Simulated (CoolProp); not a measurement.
Vapour-liquid equilibrium of hydrogen sulfide (1) + n-pentane (2) at 0.586 MPa; x and y are mole fractions of (1).

Values from CoolProp's multi-fluid Helmholtz-energy mixture model, Lemmon 2006 and Thol 2019; pair parameters Kunz 2012.

```json
[
 {"x": "0.05", "bubble temperature, mixture model (K)": "351.4", "bubble temperature, Raoult's law (K)": "347.3", "y, mixture model": "0.393", "y, Raoult's law": "0.487"},
 {"x": "0.15", "bubble temperature, mixture model (K)": "313.1", "bubble temperature, Raoult's law (K)": "317.5", "y, mixture model": "0.811", "y, Raoult's law": "0.806"},
 {"x": "0.25", "bubble temperature, mixture model (K)": "(withheld)", "bubble temperature, Raoult's law (K)": "300.2", "y, mixture model": "0.925", "y, Raoult's law": "0.906"},
 {"x": "0.35", "bubble temperature, mixture model (K)": "(withheld)", "bubble temperature, Raoult's law (K)": "288.7", "y, mixture model": "(withheld)", "y, Raoult's law": "0.947"},
 {"x": "0.45", "bubble temperature, mixture model (K)": "270.6", "bubble temperature, Raoult's law (K)": "280.2", "y, mixture model": "0.972", "y, Raoult's law": "0.969"},
 {"x": "0.55", "bubble temperature, mixture model (K)": "266.7", "bubble temperature, Raoult's law (K)": "273.6", "y, mixture model": "0.979", "y, Raoult's law": "0.981"},
 {"x": "0.65", "bubble temperature, mixture model (K)": "264.1", "bubble temperature, Raoult's law (K)": "268.2", "y, mixture model": "0.983", "y, Raoult's law": "0.988"},
 {"x": "0.75", "bubble temperature, mixture model (K)": "(withheld)", "bubble temperature, Raoult's law (K)": "263.8", "y, mixture model": "0.987", "y, Raoult's law": "0.993"},
 {"x": "0.85", "bubble temperature, mixture model (K)": "259.4", "bubble temperature, Raoult's law (K)": "260.0", "y, mixture model": "0.991", "y, Raoult's law": "0.997"},
 {"x": "0.95", "bubble temperature, mixture model (K)": "256.7", "bubble temperature, Raoult's law (K)": "256.7", "y, mixture model": "0.997", "y, Raoult's law": "0.999"}
]
```

Question: Fill in the missing entries.

Answer: 
- 0.25, bubble temperature, mixture model (K): 289.8
- 0.35, bubble temperature, mixture model (K): 277.3
- 0.35, y, mixture model: 0.959
- 0.75, bubble temperature, mixture model (K): 261.8

The largest gap from Raoult's law is -11.4 K in bubble temperature, at x = 0.35. No azeotrope shows between x = 0.05 and 0.95.

Pair parameters are fitted to limited data, so mixtures are less certain than the pure fluids. The gap from Raoult's law changes sign with composition, which may be real or a fault of the pair parameters; it wasn't checked against measurements.
